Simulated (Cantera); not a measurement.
A Cantera script and what it prints.

```python
import numpy as np
import cantera as ct

gas_names = """
    NO2 SO3 NO N2 SO2
""".split()
cond_names = """
    S(cr1) S(cr2) S(L)
""".split()


# ... load() reads the species with a 1 bar reference pressure and builds the phases ...
species = {s.name: s for s in load("nasa_gas.yaml", gas_names) + load("nasa_condensed.yaml", cond_names)}
# Each term lists the table entries of one substance; the one whose range holds T is used.
reactions = {
    '3 NO2(g) + S = SO3(g) + 3 NO(g)':
        [(-3, ['NO2']), (-1, ['S(cr1)', 'S(cr2)', 'S(L)']), (1, ['SO3']), (3, ['NO'])],
    '2 NO2(g) + 2 S = N2(g) + 2 SO2(g)':
        [(-2, ['NO2']), (-2, ['S(cr1)', 'S(cr2)', 'S(L)']), (1, ['N2']), (2, ['SO2'])],
}


def pick(names, T):
    return next(species[n] for n in names if species[n].thermo.min_temp <= T <= species[n].thermo.max_temp)


results = []
for label, terms in reactions.items():
    print(label)
    print("     T/K   dH/kJ  dS/(J/K)   dG/kJ   log10 K")
    for T in [373, 423, 473, 523, 573, 623, 673, 723, 773, 823]:
        used = [(nu, pick(names, T)) for nu, names in terms]
        dH = sum(nu * s.thermo.h(T) for nu, s in used) / 1e6
        dS = sum(nu * s.thermo.s(T) for nu, s in used) / 1e3
        dG = dH - T * dS / 1e3
        logK = -dG * 1e6 / (ct.gas_constant * T * np.log(10))
        results.append((label, T, dH, dS, dG, logK, [s.name for _, s in used]))
        print(f"{T:8g} {dH:8.1f} {dS:8.1f} {dG:8.1f} {logK:8.2f}")
```

Result:

```
3 NO2(g) + S = SO3(g) + 3 NO(g)
     T/K   dH/kJ  dS/(J/K)   dG/kJ   log10 K
     373   -224.6    136.3   -275.5    38.57
     423   -226.6    131.2   -282.1    34.84
     473   -227.3    129.6   -288.6    31.87
     523   -228.2    127.9   -295.1    29.47
     573   -229.0    126.4   -301.4    27.48
     623   -229.7    125.2   -307.7    25.80
     673   -230.3    124.3   -313.9    24.37
     723   -230.8    123.6   -320.1    23.13
     773   -231.3    122.9   -326.3    22.05
     823   -231.9    122.2   -332.4    21.10
2 NO2(g) + 2 S = N2(g) + 2 SO2(g)
     T/K   dH/kJ  dS/(J/K)   dG/kJ   log10 K
     373   -663.8    138.6   -715.5   100.19
     423   -668.6    126.2   -722.0    89.16
     473   -670.8    121.4   -728.2    80.42
     523   -673.1    116.7   -734.2    73.32
     573   -675.2    112.9   -739.9    67.45
     623   -677.0    109.8   -745.5    62.50
     673   -678.6    107.5   -750.9    58.28
     723   -679.9    105.6   -756.2    54.63
     773   -681.1    103.9   -761.5    51.45
     823   -682.5    102.3   -766.6    48.66
```

Cantera with NASA thermochemical tables; ideal gases at 1 bar, condensed phases pure. Condensed species are held in their standard states even where they would react or evaporate.
